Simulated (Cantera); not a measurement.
A Cantera script and its output.

```python
import numpy as np
import cantera as ct

gas = ct.Solution("gri30.yaml")
gas.TPX = 325, 500000, {'C3H8': 1, 'O2': 3.33, 'N2': 12.5, 'CO2': 0.033}
inlet = ct.Reservoir(gas, clone=True)
gas.equilibrate("HP")  # start burning
reactor = ct.IdealGasConstPressureReactor(gas, energy="on", clone=False)
exhaust = ct.Reservoir(gas, clone=True)
tau = [0.19, 0.065, 0.022, 0.0075, 0.0026, 0.00087, 0.00029, 0.0001, 3.4e-05, 1.2e-05][0]
for a, b in ((inlet, reactor), (reactor, exhaust)):
    ct.MassFlowController(a, b, mdot=lambda t: reactor.mass / tau)
net = ct.ReactorNet([reactor])
show = ['C3H8', 'O2', 'H2O', 'CH3', 'CH2', 'C2H4', 'CH2CO']

rows = []
print(f"{'tau/s':>10s}{'T/K':>9s}" + "".join(f"{s:>11s}" for s in show))
for tau in [0.19, 0.065, 0.022, 0.0075, 0.0026, 0.00087, 0.00029, 0.0001, 3.4e-05, 1.2e-05]:
    net.initial_time = 0.0
    net.advance(30 * tau)
    before = gas.X
    net.advance(40 * tau)
    drift = np.max(np.abs(gas.X - before) / (gas.X + 1e-9))
    rows.append([gas.T, *gas[show].X, drift])
    print(f"{tau:10.3e}{gas.T:9.1f}" + "".join(f"{x:11.3e}" for x in gas[show].X))
```

It prints:

```
     tau/s      T/K       C3H8         O2        H2O        CH3        CH2       C2H4      CH2CO
 1.900e-01   1990.7  2.095e-07  5.609e-05  1.402e-01  3.300e-05  1.493e-07  4.171e-06  1.794e-06
 6.500e-02   1993.1  5.880e-07  1.484e-04  1.414e-01  7.253e-05  3.834e-07  1.166e-05  4.928e-06
 2.200e-02   1995.1  1.636e-06  3.736e-04  1.431e-01  1.418e-04  9.448e-07  3.021e-05  1.254e-05
 7.500e-03   1993.4  4.445e-06  8.688e-04  1.449e-01  2.492e-04  2.213e-06  7.127e-05  2.867e-05
 2.600e-03   1984.2  1.177e-05  1.872e-03  1.462e-01  4.039e-04  4.859e-06  1.565e-04  5.879e-05
 8.700e-04   1959.4  3.287e-05  4.050e-03  1.467e-01  6.325e-04  1.004e-05  3.530e-04  1.155e-04
 2.900e-04   1894.3  1.093e-04  9.703e-03  1.451e-01  9.554e-04  1.698e-05  9.492e-04  2.549e-04
 1.000e-04    325.0  5.930e-02  1.975e-01  5.508e-15  1.688e-22 -4.937e-33  6.535e-16  9.919e-17
 3.400e-05    325.0  5.930e-02  1.975e-01  1.162e-16  3.560e-24 -2.715e-34  1.378e-17  2.092e-18
 1.200e-05    325.0  5.930e-02  1.975e-01  7.198e-19  2.206e-26  8.313e-36  8.541e-20  1.296e-20
```

Cantera simulation using GRI-Mech 3.0 (53 species, 325 reactions); the numbers are that mechanism's predictions, not measurements. GRI-Mech 3.0 was tuned for natural gas; its chemistry of propane as a main component is partial and can be far from experiment.
